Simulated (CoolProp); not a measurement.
50 sccm (0 °C, 1 atm) of nitrogen bubbles through liquid cyclopentane at 284.7 K and leaves saturated at a total pressure of 0.15 MPa (ideal gas phase). Each further row changes one setting.

Model: reference Helmholtz-energy equation of state, Gedanitz 2015, in CoolProp.

```json
[
 {"case": "as stated", "vapour pressure (kPa)": "24.2", "mole fraction of vapour": "0.161", "delivery (mg/min)": "30.1", "delivery (sccm)": "9.62", "change of delivery for a bath 1 K warmer (%)": "5.4"},
 {"case": "bath temperature 289.7 K", "vapour pressure (kPa)": "30.0", "mole fraction of vapour": "0.200", "delivery (mg/min)": "39.1", "delivery (sccm)": "12.5", "change of delivery for a bath 1 K warmer (%)": "5.4"},
 {"case": "total pressure 0.3 MPa", "vapour pressure (kPa)": "24.2", "mole fraction of vapour": "0.0807", "delivery (mg/min)": "13.7", "delivery (sccm)": "4.39", "change of delivery for a bath 1 K warmer (%)": "4.9"}
]
```
